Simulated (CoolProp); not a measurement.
Properties of the fluoroketone C6F12O (FK-5-1-12) at several states.

Values from CoolProp's reference Helmholtz-energy equation of state, McLinden 2015.

```json
[
 {"T (K)": "242.6", "p (kPa)": "2300", "phase": "liquid", "density (kg/m³)": "[?]", "cp (kJ/(kg K))": "[?]", "speed of sound (m/s)": "[?]", "expansivity (1/kK)": "1.509", "fugacity coefficient": "0.001022"},
 {"T (K)": "176.3", "p (kPa)": "38.4", "phase": "liquid", "density (kg/m³)": "[?]", "cp (kJ/(kg K))": "1.150", "speed of sound (m/s)": "907.7", "expansivity (1/kK)": "[?]", "fugacity coefficient": "[?]"},
 {"T (K)": "366.7", "p (kPa)": "58.3", "phase": "gas", "density (kg/m³)": "6.179", "cp (kJ/(kg K))": "0.9281", "speed of sound (m/s)": "97.61", "expansivity (1/kK)": "2.958", "fugacity coefficient": "0.9785"}
]
```

**Question.** What belongs in the gaps?

**Answer.** 
- 242.6, density (kg/m³): 1766
- 242.6, cp (kJ/(kg K)): 1.089
- 242.6, speed of sound (m/s): 695.1
- 176.3, density (kg/m³): 1939
- 176.3, expansivity (1/kK): 1.413
- 176.3, fugacity coefficient: 4.209e-5
